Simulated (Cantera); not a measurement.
Feed: 1 mol SiH₂Cl₂, 28 mol NH₃, 4 mol H₂, at 898 K and 100000 Pa.

Equilibrium computed with Cantera from the NASA thermochemical tables; the gas is ideal and each condensed phase is pure. Candidate condensed phases: NH₄Cl, Si, Si₃N₄; 28 gas species. Kinetics and transport are ignored.

**Question.** What is the equilibrium state?

**Answer.** 
* **x(H₂)**: 0.750
* **x(N₂)**: 0.217
* **x(HCl)**: 0.0326
* **x(NH₃)**: 0.000373
* **x(SiCl₄)**: 2.66e-6
* **n(Si₃N₄(s))**: 0.333 mol
* **gas amount**: 61.31 mol
* **log10 activity of Si(s) (absent)**: -8.23
